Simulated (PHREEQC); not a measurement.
Solution (75 °C): 0.04 mol/kgw KHF2. Closed to the air; pH follows from the charge balance.

Equilibrium calculation in PHREEQC: ion-association model, wateq4f.dat.

Precipitation was switched off in this run.

**Question.** What pH, ionic strength does the model give?

**Answer.** pH 3.52; ionic strength 0.0403 mol/kgw.

**Question.** In which forms is F present?

**Answer.** F- 44 %, HF 42 %, HF2- 13 %, H2F2 1.0 % of the F.

Away from 25 °C the constants follow the database's enthalpies or fits; those with neither stay at their 25 °C values.
